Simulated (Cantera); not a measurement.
## Hydrogen reduction and annealing atmospheres: FeS₂ + H₂

Feed: 1 mol FeS₂, 11 mol H₂, equilibrated at 2250 Torr.

Equilibrium computed with Cantera from the NASA thermochemical tables; the gas is ideal and each condensed phase is pure. Candidate condensed phases: Fe, FeS, FeS₂, S; 8 gas species. FeS: taken at fixed stoichiometry. Equilibrium is a limit: real reactors are often held back by kinetics, nucleation or transport.

```csv
T (K),log p H₂,log p H₂S,log p S₂,log p SH,log p H,log p S,n FeS(s),n FeS(l)
1300,0.44,-0.56,-4.09,-4.02,-5.74,-7.60,1.00,0
1400,0.44,-0.57,-3.57,-3.54,-5.10,-6.72,1.00,0
1500,0.44,-0.57,-3.13,-3.14,-4.54,-5.95,0,1.00
1600,0.44,-0.57,-2.74,-2.78,-4.05,-5.29,0,1.000
1700,0.44,-0.58,-2.42,-2.48,-3.61,-4.71,0,1.000
1800,0.44,-0.60,-2.14,-2.21,-3.23,-4.20,0,1.000
1900,0.44,-0.63,-1.92,-1.99,-2.88,-3.76,0,1.000
```
log p: log10 of the partial pressure in bar; n: condensed amount in mol.

From 1300 K to 1400 K the condensed part is FeS(s). From 1500 K to 1900 K the condensed part is FeS(l).
